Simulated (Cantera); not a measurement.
An isothermal, constant-pressure homogeneous reactor starts with CH4 : CO2 = 1 : 1.8 (molar parts), at 2000 K and 500000 Pa.

Computed with Cantera and GRI-Mech 3.0 (53 species, 325 reactions).

x: mole fraction; the columns are a selection and need not sum to one.

| t (s) | x CH4 | x CO2 | x CH2O | x C2H2 | x OH |
|---|---|---|---|---|---|
| 8.00e-6 | 0.320 | 0.632 | 0.000181 | 0.00105 | 3.69e-6 |
| 2.48e-5 | 0.234 | 0.583 | 0.000183 | 0.0216 | 8.82e-6 |
| 7.68e-5 | 0.134 | 0.481 | 9.07e-5 | 0.0704 | 1.55e-5 |
| 0.000238 | 0.0538 | 0.325 | 5.19e-5 | 0.100 | 3.10e-5 |
| 0.000737 | 0.0162 | 0.174 | 3.07e-5 | 0.0968 | 5.22e-5 |
| 0.00228 | 0.0113 | 0.113 | 1.13e-5 | 0.0606 | 3.86e-5 |
| 0.00707 | 0.00745 | 0.0727 | 3.32e-6 | 0.0245 | 2.45e-5 |
| 0.0219 | ___ | ___ | ___ | ___ | ___ |
| 0.0679 | 5.99e-5 | 0.0472 | 3.35e-7 | 8.87e-6 | 1.60e-5 |
| 0.210 | 1.30e-7 | 0.0471 | 3.24e-7 | 1.23e-10 | 1.60e-5 |
| 0.651 | 1.30e-7 | 0.0471 | 3.24e-7 | 1.23e-10 | 1.60e-5 |
| 2.02 | 1.30e-7 | 0.0471 | 3.24e-7 | 1.23e-10 | 1.60e-5 |
| 6.25 | 1.30e-7 | 0.0471 | 3.24e-7 | 1.23e-10 | 1.60e-5 |
| 19.4 | 1.30e-7 | 0.0471 | 3.24e-7 | 1.23e-10 | 1.60e-5 |
| 60.0 | 1.30e-7 | 0.0471 | 3.24e-7 | 1.23e-10 | 1.60e-5 |

Q: Some entries are withheld; supply them.

A: 
- 0.0219, x CH4: 0.00269
- 0.0219, x CO2: 0.0517
- 0.0219, x CH2O: 9.15e-7
- 0.0219, x C2H2: 0.00373
- 0.0219, x OH: 1.74e-5
